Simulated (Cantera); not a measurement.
Input: 1 mol SiHCl3, 420 mol H2, 0.059 mol H2O, equilibrated at 1.90 mbar.

Equilibrium computed with Cantera from the NASA thermochemical tables; the gas is ideal and each condensed phase is pure. Candidate condensed phases: H2O, Si, SiO2; 30 gas species. Kinetics and transport are ignored.

Task: At 1550 K, list the 6 most abundant gas species with their mole fractions, and the condensed phases.

Result: H2 0.992, HCl 0.00679, H 0.000720, SiCl2 0.000155, SiO 0.000140, Si 1.75e-5. Condensed: Si(s).
